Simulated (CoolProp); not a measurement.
Computed with CoolProp (reference Helmholtz-energy equation of state, Fiedler 2023).

**Question.** Give the vapour pressure (bar), vapour density (kg/m³), enthalpy of vaporisation (kJ/kg), liquid cp (kJ/(kg K)) of saturated tetrahydrofuran at 428.5 K.

**Answer.** 
```json
[
 {"T (K)": "428.5", "p (bar)": "9.36", "vapour density (kg/m³)": "22.1", "enthalpy of vaporisation (kJ/kg)": "337", "liquid cp (kJ/(kg K))": "2.31"}
]
```
